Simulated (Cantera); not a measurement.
An isothermal plug-flow reactor at 550 K and 0.240 bar (inlet), inlet velocity 0.55 m/s, active area per volume 3500 1/m; feed H₂ : O₂ : N₂ = 0.0073 : 0.032 : 0.79 (molar parts), equivalence ratio 0.11.

Detailed kinetics in Cantera: Deutschmann's 1995 Pt surface mechanism with GRI-Mech 3.0 gas chemistry. Catalytic surfaces can have several steady states; this one follows from the mechanism file's or the stated starting coverage. Mass transfer to the wall is taken as infinitely fast.

Task: Predict: x(H₂) at z = 0.0075 m; x(O₂) at z = 0.0075 m; x(H₂O) at z = 0.0075 m; θ(free Pt) at the exit; θ(O*) at the exit; θ(OH*) at the exit.

Result: 
```
Property                 Result
----------------------  -------
x(H₂) at z = 0.0075 m   1.30e-5
x(O₂) at z = 0.0075 m    0.0343
x(H₂O) at z = 0.0075 m  0.00883
θ(free Pt) at the exit  0.00103
θ(O*) at the exit         0.998
θ(OH*) at the exit      0.00104
```
